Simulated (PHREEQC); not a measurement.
# Phosphoric acid bath

Consider water at 25 °C with 0.038 mol/kgw H3PO4. Closed to the air; pH follows from the charge balance.

Equilibrium calculation in PHREEQC: ion-association model, wateq4f.dat.

Precipitation was switched off in this run.

### Question
Estimate the pH, ionic strength.

### Answer
pH 1.89; ionic strength 0.0142 mol/kgw.

### Question
In which forms is P present?

### Answer
H3PO4 63 %, H2PO4- 37 % of the P.

H3PO4, which wateq4f.dat lacks, is added to it with the constant of phreeqc.dat.
